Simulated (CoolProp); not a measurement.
Saturation properties of c-C4F8 (RC318) (Tc = 388.4 K, pc = 2.778 MPa, ω = 0.355).

Values from CoolProp's reference Helmholtz-energy equation of state, Platzer 1990. This equation is an older, rougher fit; its heat capacities, sound speeds and derivatives of the liquid may be far off and weren't checked against measurements.

```json
[
 {"T (K)": "245", "p (MPa)": "0.03657", "liquid density (kg/m³)": "1691", "liquid viscosity (µPa s)": "847", "liquid conductivity (mW/(m K))": "77.1"},
 {"T (K)": "253.3", "p (MPa)": "0.05492", "liquid density (kg/m³)": "…", "liquid viscosity (µPa s)": "732", "liquid conductivity (mW/(m K))": "75.5"},
 {"T (K)": "261.5", "p (MPa)": "0.07962", "liquid density (kg/m³)": "1635", "liquid viscosity (µPa s)": "…", "liquid conductivity (mW/(m K))": "73.8"},
 {"T (K)": "269.8", "p (MPa)": "0.1128", "liquid density (kg/m³)": "1606", "liquid viscosity (µPa s)": "558", "liquid conductivity (mW/(m K))": "72.0"},
 {"T (K)": "278", "p (MPa)": "0.1554", "liquid density (kg/m³)": "1576", "liquid viscosity (µPa s)": "490", "liquid conductivity (mW/(m K))": "70.2"},
 {"T (K)": "286.3", "p (MPa)": "0.2101", "liquid density (kg/m³)": "1545", "liquid viscosity (µPa s)": "432", "liquid conductivity (mW/(m K))": "68.2"},
 {"T (K)": "294.5", "p (MPa)": "0.2776", "liquid density (kg/m³)": "1513", "liquid viscosity (µPa s)": "382", "liquid conductivity (mW/(m K))": "66.1"},
 {"T (K)": "302.8", "p (MPa)": "0.3616", "liquid density (kg/m³)": "1479", "liquid viscosity (µPa s)": "339", "liquid conductivity (mW/(m K))": "64.0"},
 {"T (K)": "311", "p (MPa)": "0.4622", "liquid density (kg/m³)": "1445", "liquid viscosity (µPa s)": "300", "liquid conductivity (mW/(m K))": "61.8"},
 {"T (K)": "319.3", "p (MPa)": "0.5841", "liquid density (kg/m³)": "1407", "liquid viscosity (µPa s)": "266", "liquid conductivity (mW/(m K))": "…"},
 {"T (K)": "327.5", "p (MPa)": "0.7267", "liquid density (kg/m³)": "1369", "liquid viscosity (µPa s)": "236", "liquid conductivity (mW/(m K))": "57.2"},
 {"T (K)": "335.8", "p (MPa)": "0.8960", "liquid density (kg/m³)": "…", "liquid viscosity (µPa s)": "209", "liquid conductivity (mW/(m K))": "54.7"},
 {"T (K)": "344", "p (MPa)": "1.091", "liquid density (kg/m³)": "…", "liquid viscosity (µPa s)": "184", "liquid conductivity (mW/(m K))": "52.3"},
 {"T (K)": "352.3", "p (MPa)": "1.318", "liquid density (kg/m³)": "1230", "liquid viscosity (µPa s)": "…", "liquid conductivity (mW/(m K))": "…"}
]
```

### Question
Fill in the missing entries.

### Answer

- 253.3, liquid density (kg/m³): 1663
- 261.5, liquid viscosity (µPa s): 638
- 319.3, liquid conductivity (mW/(m K)): 59.5
- 335.8, liquid density (kg/m³): 1326
- 344, liquid density (kg/m³): 1281
- 352.3, liquid viscosity (µPa s): 161
- 352.3, liquid conductivity (mW/(m K)): 49.8

It boils at 267.2 K under 1 atm.

Viscosity comes from a separate model (Huber 2003), an estimate that may be off by 10 % or more. Thermal conductivity comes from a separate model (Huber 2003), an estimate that may be off by 10 % or more.
